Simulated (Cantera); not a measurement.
A perfectly stirred reactor is fed with CO : H2 : CH4 : O2 : N2 = 1 : 1.3 : 0.033 : 1.22 : 4.57 (molar parts), equivalence ratio 1.00, at 760 Torr; it is adiabatic with a 775 K inlet, and is followed from long to short residence time, starting on the burning branch (τ in s: 0.023, 0.011, 0.0048, 0.0022, 0.00099, 0.00045, 0.00021, 9.3e-05, 4.2e-05, 1.9e-05, 8.7e-06, 4e-06).

Computed with Cantera and GRI-Mech 3.0 (53 species, 325 reactions).

Question: What does this change do: pressure from 760 Torr to 3980 Torr?

Answer: 
```
quantity                                                                      before                                   after
------------------------------------------------  ----------------------------------  --------------------------------------
blow-out, bracketed by the residence times tried  burning at 19.0 µs, out at 8.70 µs  burning at 4.00 µs, the shortest tried
x(CO) at τ = 23.0 ms                                                          0.0391                                  0.0312
x(H2) at τ = 23.0 ms                                                          0.0102                                 0.00745
x(CH4) at τ = 23.0 ms                                                        1.33e-7                                 3.81e-8
x(H2O) at τ = 23.0 ms                                                          0.172                                   0.178
x(C2H) at τ = 23.0 ms                                                         <1e-12                                  <1e-12
x(CO) at τ = 0.210 ms                                                         0.0618                                  0.0414
x(H2) at τ = 0.210 ms                                                         0.0222                                  0.0107
x(CH4) at τ = 0.210 ms                                                       6.76e-6                                 2.66e-6
x(H2O) at τ = 0.210 ms                                                         0.140                                   0.170
x(C2H) at τ = 0.210 ms                                                        <1e-12                                2.21e-12
```
